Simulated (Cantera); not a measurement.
Charge: 1 mol TEOS, 0.92 mol H2O, 45 mol N2, 0.22 mol CO2, equilibrated at 1.33 mbar.

Equilibrium computed with Cantera from the NASA thermochemical tables; the gas is ideal and each condensed phase is pure. Candidate condensed phases: C, C6H6, C7H8, C8H18, H2O, Si, SiC, SiO2, Si2N2O, Si3N4; 151 gas species. The feed counts by its element totals alone. Rates play no part.

### Question
At 627 °C, list the 5 most abundant gas species with their mole fractions, and the condensed phases.

### Answer
N2 0.759, H2 0.184, CO 0.0566, H2O 3.37e-5, CO2 2.39e-5. Condensed: C(graphite) + SiO2(β-quartz).
